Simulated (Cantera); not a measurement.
Input: 1 mol Cu, 4.4 mol F₂, 0.17 mol H₂, held at 977 °C and 75.0 Torr.

These are equilibrium values from Cantera (NASA tables, ideal gas, pure condensed phases), not measurements of a reactor. Candidate condensed phases: Cu, CuF₂; 15 gas species. The numbers say what is thermodynamically allowed, not how fast it happens.

Base state: F 0.797, F₂ 0.124, HF 0.0550, CuF₂ 0.0241 (mole fractions); condensed: CuF₂(l).

### Question
What changes in the equilibrium state with this change: temperature from 977 °C to 400 °C?

### Answer
| species | before | after |
|---|---|---|
| F₂ | 0.124 | 0.902 |
| HF | 0.0550 | 0.0951 |
| F | 0.797 | 0.00248 |
| CuF₂ | 0.0241 | <1e-9 |
| CuF₂(l), mol | 0.851 | 0 |
| CuF₂(s), mol | 0 | 1.00 |
